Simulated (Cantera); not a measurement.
Charge: 1 mol AlN, 1.3 mol H2, at 1950 K.

Method: chemical equilibrium by Gibbs-energy minimisation in Cantera with the NASA 1993 tables (ideal gas, pure condensed phases). Candidate condensed phases: Al, AlN; 13 gas species. Rates play no part.

Task: Which condensed phases are stable at each of these points (P (Pa)): 1, 10, 100, 1000, 10000, 100000?

Result: 
```tsv
P (Pa)	condensed phases	Al condensed (%)
1	gas only	0.0
10	gas only	0.0
100	gas only	0.0
1000	AlN(s)	92.9
10000	AlN(s)	99.3
100000	AlN(s)	99.9
```

From 1.00 Pa to 100 Pa nothing is condensed. From 1000 Pa to 100000 Pa the condensed part is AlN(s).
